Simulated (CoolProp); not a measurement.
C2F6 (R116) at 308.44 K and 3.35 MPa is compressed adiabatically to 21.7 MPa with isentropic efficiency 0.7. Each further row changes one setting.

The numbers come from the reference Helmholtz-energy equation of state, Lemmon 2006 in CoolProp. It is a short technical equation, of lower accuracy than the large ones.

```
case             work (kJ/kg)  final temperature (K)  final density (kg/m³)
---------------  ------------  ---------------------  ---------------------
as stated                34.9                      ?                      ?
efficiency 1                ?                      ?                      ?
efficiency 0.65             ?                  383.6                      ?
```

**Question.** Fill in the missing entries.

**Answer.** 
- as stated, final temperature (K): 381.2
- as stated, final density (kg/m³): 995
- efficiency 1, work (kJ/kg): 24.4
- efficiency 1, final temperature (K): 372.1
- efficiency 1, final density (kg/m³): 1030
- efficiency 0.65, work (kJ/kg): 37.6
- efficiency 0.65, final density (kg/m³): 986
